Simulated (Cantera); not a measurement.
# Chlorosilane synthesis and conversion: SiCl4 + Cl2 + H2

A closed system holds: 1 mol SiCl4, a varied amount of Cl2, 0.67 mol H2, held at 1175 K and 26000 Pa.

These are equilibrium values from Cantera (NASA tables, ideal gas, pure condensed phases), not measurements of a reactor. Candidate condensed phases: Si; 19 gas species. The tables' values for SiCl3 are old estimates; treat these amounts as uncertain. The numbers say what is thermodynamically allowed, not how fast it happens.

From 0.5 mol Cl2 to 2.2 mol Cl2 nothing is condensed. The main Si-bearing gas is SiCl4 throughout.

| n(Cl2) (mol) | log p HCl | log p SiCl4 | log p Cl2 | log p H2 | log p Cl | log p SiHCl3 | log p SiCl3 |
|---|---|---|---|---|---|---|---|
| 0.5 | -0.92 | -0.92 | -9.19 | -1.71 | -7.04 | -3.34 | -3.42 |
| 0.62 | -0.85 | -0.95 | -8.50 | -2.26 | -6.69 | -3.98 | -3.78 |
| 0.76 | -0.84 | -0.97 | -2.02 | -8.72 | -3.45 | -10.48 | -7.05 |
| 0.94 | -0.88 | -1.00 | -1.58 | -9.23 | -3.23 | -10.99 | -7.30 |
| 1.2 | -0.92 | -1.04 | -1.32 | -9.57 | -3.10 | -11.32 | -7.47 |
| 1.4 | -0.95 | -1.07 | -1.21 | -9.74 | -3.05 | -11.49 | -7.55 |
| 1.8 | -1.00 | -1.13 | -1.08 | -9.98 | -2.98 | -11.73 | -7.67 |
| 2.2 | -1.05 | -1.17 | -0.99 | -10.16 | -2.94 | -11.91 | -7.76 |
log p: log10 of the partial pressure in bar; nothing condenses.
